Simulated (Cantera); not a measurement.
Input: 1 mol Si, 4.9 mol HBr, 0.19 mol H2, at 3.10 Pa.

Method: chemical equilibrium by Gibbs-energy minimisation in Cantera with the NASA 1993 tables (ideal gas, pure condensed phases). Candidate condensed phases: Br2, Si; 19 gas species. The tables' values for SiBr3 are old estimates; treat these amounts as uncertain. Kinetics and transport are ignored.

x: gas mole fraction; nothing condenses.

```tsv
T (K)	x H2	x HBr	x SiBr4	x SiBr2	x Br	x SiBr3	x SiHBr3
525	0.535	0.220	0.244	<1e-12	1.57e-11	9.72e-11	1.04e-6
575	0.535	0.220	0.244	3.04e-12	3.11e-10	3.18e-9	4.41e-6
625	0.535	0.220	0.244	3.60e-10	3.83e-9	5.92e-8	1.47e-5
675	0.535	0.220	0.244	2.07e-8	3.27e-8	7.10e-7	4.09e-5
725	0.535	0.220	0.244	___	___	6.00e-6	___
775	0.535	0.220	0.244	1.39e-5	1.05e-6	3.83e-5	0.000209
825	0.535	0.221	0.244	0.000195	4.36e-6	0.000194	0.000404
875	0.531	0.225	0.241	0.00192	1.57e-5	0.000790	0.000699
925	0.514	0.244	0.226	0.0119	5.35e-5	0.00242	0.000985
975	0.470	0.296	0.189	0.0397	0.000187	0.00500	0.000986
1025	___	___	___	___	___	0.00732	___
1075	0.337	0.449	0.0785	0.125	0.00192	0.00827	0.000430
1125	0.286	0.505	0.0372	0.159	0.00499	0.00753	0.000218
1175	0.259	0.531	0.0145	0.178	0.0110	0.00575	9.99e-5
```

Question: What belongs in the gaps?

Answer: 
- 1025, x H2: 0.404
- 1025, x HBr: 0.372
- 1025, x SiBr4: 0.134
- 1025, x SiBr2: 0.0818
- 1025, x Br: 0.000633
- 1025, x SiHBr3: 0.000726
- 725, x SiBr2: 6.74e-7
- 725, x Br: 2.08e-7
- 725, x SiHBr3: 9.82e-5
